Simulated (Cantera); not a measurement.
A closed system holds: 1 mol Si, 5.1 mol Br2, 23 mol N2, equilibrated at 1.00 mbar.

Method: chemical equilibrium by Gibbs-energy minimisation in Cantera with the NASA 1993 tables (ideal gas, pure condensed phases). Candidate condensed phases: Br2, Si, Si3N4; 13 gas species. The tables' values for SiBr3 are old estimates; treat these amounts as uncertain. Kinetics and transport are ignored. All values below are at 925 °C.

Base state: N2 0.775, Br 0.173, SiBr4 0.0337, Br2 0.0182, SiBr3 5.00e-5 (mole fractions); condensed: gas only.

Q: What changes in the equilibrium state with this change: pressure from 1.00 mbar to 0.100 bar?

A: 
```tsv
species	before	after
N2	0.775	0.832
Br2	0.0182	0.0927
Br	0.173	0.0389
SiBr4	0.0337	0.0362
SiBr3	5.00e-5	2.38e-6
```

Q: What changes in the equilibrium state with this change: pressure from 1.00 mbar to 10.0 mbar?

A: 
```
species   before    after
-------  -------  -------
N2         0.775    0.807
Br         0.173   0.0986
Br2       0.0182   0.0595
SiBr4     0.0337   0.0351
SiBr3    5.00e-5  9.12e-6
```
